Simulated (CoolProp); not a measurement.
Properties of n-perfluorohexane along the isobar 9.46 bar (Tc = 174.9 °C, pc = 17.42 bar, ω = 0.497).

Values from CoolProp's reference Helmholtz-energy equation of state, Gao 2022.

```json
[
 {"T (°C)": "-68.05", "phase": "liquid", "cp (kJ/(kg K))": "0.9030", "speed of sound (m/s)": "762.2", "expansivity (1/kK)": "1.457"},
 {"T (°C)": "-37.45", "phase": "liquid", "cp (kJ/(kg K))": "0.9487", "speed of sound (m/s)": "683.5", "expansivity (1/kK)": "1.481"},
 {"T (°C)": "-6.85", "phase": "liquid", "cp (kJ/(kg K))": "0.9961", "speed of sound (m/s)": "605.0", "expansivity (1/kK)": "1.557"},
 {"T (°C)": "23.75", "phase": "liquid", "cp (kJ/(kg K))": "1.043", "speed of sound (m/s)": "524.8", "expansivity (1/kK)": "1.701"},
 {"T (°C)": "54.35", "phase": "liquid", "cp (kJ/(kg K))": "1.091", "speed of sound (m/s)": "441.3", "expansivity (1/kK)": "1.953"},
 {"T (°C)": "85.05", "phase": "liquid", "cp (kJ/(kg K))": "1.142", "speed of sound (m/s)": "352.5", "expansivity (1/kK)": "2.413"},
 {"T (°C)": "115.65", "phase": "liquid", "cp (kJ/(kg K))": "1.207", "speed of sound (m/s)": "256.3", "expansivity (1/kK)": "3.417"},
 {"T (°C)": "146.25", "phase": "gas", "cp (kJ/(kg K))": "1.138", "speed of sound (m/s)": "67.61", "expansivity (1/kK)": "9.711"},
 {"T (°C)": "176.85", "phase": "gas", "cp (kJ/(kg K))": "1.082", "speed of sound (m/s)": "83.02", "expansivity (1/kK)": "5.322"}
]
```
